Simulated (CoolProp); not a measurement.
R236FA at 309.94 K and 1.99 MPa flows at 9.4 m/s in a round tube of 1 mm bore and 1.5 µm roughness, fully developed (64/Re and Nu = 3.66 if laminar; Colebrook and Gnielinski if turbulent). Each further row changes one setting.

The numbers come from the reference Helmholtz-energy equation of state, Pan 2012 in CoolProp.

```
case               Reynolds number  Darcy friction factor  pressure drop (Pa/m)  heat-transfer coefficient (W/(m² K))  mass flow (kg/h)
-----------------  ---------------  ---------------------  --------------------  ------------------------------------  ----------------
as stated                      [?]                 0.0254                   [?]                                 21700              35.3
velocity 18.8 m/s            97700                 0.0238                   [?]                                   [?]               [?]
diameter 2 mm                97700                    [?]                   [?]                                   [?]               141
```

Problem. Some entries are withheld; supply them.

Solution. 
- as stated, Reynolds number: 48800
- as stated, pressure drop (Pa/m): 1490000
- velocity 18.8 m/s, pressure drop (Pa/m): 5580000
- velocity 18.8 m/s, heat-transfer coefficient (W/(m² K)): 41800
- velocity 18.8 m/s, mass flow (kg/h): 70.6
- diameter 2 mm, Darcy friction factor: 0.0214
- diameter 2 mm, pressure drop (Pa/m): 626000
- diameter 2 mm, heat-transfer coefficient (W/(m² K)): 19300

Viscosity comes from a separate model (Huber 2003), an estimate that may be off by 10 % or more. Thermal conductivity comes from a separate model (Huber 2003), an estimate that may be off by 10 % or more.
